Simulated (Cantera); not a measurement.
## CH4 + H2O + H2 (carbon deposition, reforming and gasification)

Feed: 1 mol CH4, 0.59 mol H2O, 92 mol H2, held at 2900 K.

Cantera equilibrium calculation (NASA polynomials, part measured and part estimated; ideal gas, pure solids and liquids). Candidate condensed phases: C, C6H6, C7H8, C8H18, H2O; 110 gas species. The ideal-gas law is rough above about 30 bar. The numbers say what is thermodynamically allowed, not how fast it happens.

```json
[
 {"P (Pa)": "10", "x H": "0.987", "x H2": "0.00738", "x CO": "0.00313", "x C": "0.00214", "x C2H2 (acetylene)": "4.33e-8", "x CH4": "<1e-12", "x CH3": "1.17e-11", "x C2H": "8.59e-7"},
 {"P (Pa)": "46", "x H": "0.962", "x H2": "0.0323", "x CO": "0.00320", "x C": "0.00200", "x C2H2 (acetylene)": "3.51e-6", "x CH4": "2.02e-12", "x CH3": "9.83e-10", "x C2H": "1.55e-5"},
 {"P (Pa)": "220", "x H": "0.869", "x H2": "0.126", "x CO": "0.00350", "x C": "0.00126", "x C2H2 (acetylene)": "0.000125", "x CH4": "4.44e-10", "x CH3": "5.00e-8", "x C2H": "0.000128"},
 {"P (Pa)": "1000", "x H": "0.662", "x H2": "0.332", "x CO": "0.00414", "x C": "0.000423", "x C2H2 (acetylene)": "0.000764", "x CH4": "2.14e-8", "x CH3": "6.96e-7", "x C2H": "0.000226"},
 {"P (Pa)": "4600", "x H": "0.409", "x H2": "0.584", "x CO": "0.00493", "x C": "9.54e-5", "x C2H2 (acetylene)": "0.00144", "x CH4": "3.16e-7", "x CH3": "3.61e-6", "x C2H": "0.000150"},
 {"P (Pa)": "22000", "x H": "0.216", "x H2": "0.777", "x CO": "0.00553", "x C": "1.93e-5", "x C2H2 (acetylene)": "0.00181", "x CH4": "2.59e-6", "x CH3": "1.17e-5", "x C2H": "7.44e-5"},
 {"P (Pa)": "100000", "x H": "0.108", "x H2": "0.884", "x CO": "0.00586", "x C": "4.16e-6", "x C2H2 (acetylene)": "0.00196", "x CH4": "1.49e-5", "x CH3": "2.97e-5", "x C2H": "3.55e-5"},
 {"P (Pa)": "460000", "x H": "0.0520", "x H2": "0.940", "x CO": "0.00604", "x C": "8.83e-7", "x C2H2 (acetylene)": "0.00199", "x CH4": "7.59e-5", "x CH3": "6.82e-5", "x C2H": "1.63e-5"},
 {"P (Pa)": "2200000", "x H": "0.0241", "x H2": "0.967", "x CO": "0.00612", "x C": "1.75e-7", "x C2H2 (acetylene)": "0.00184", "x CH4": "0.000365", "x CH3": "0.000148", "x C2H": "6.81e-6"},
 {"P (Pa)": "10000000", "x H": "0.0114", "x H2": "0.979", "x CO": "0.00614", "x C": "3.19e-8", "x C2H2 (acetylene)": "0.00128", "x CH4": "0.00141", "x CH3": "0.000266", "x C2H": "2.21e-6"}
]
```
x: gas mole fraction; nothing condenses.

From 0.000100 bar to 100 bar nothing is condensed. The main C-bearing gas is CO throughout.
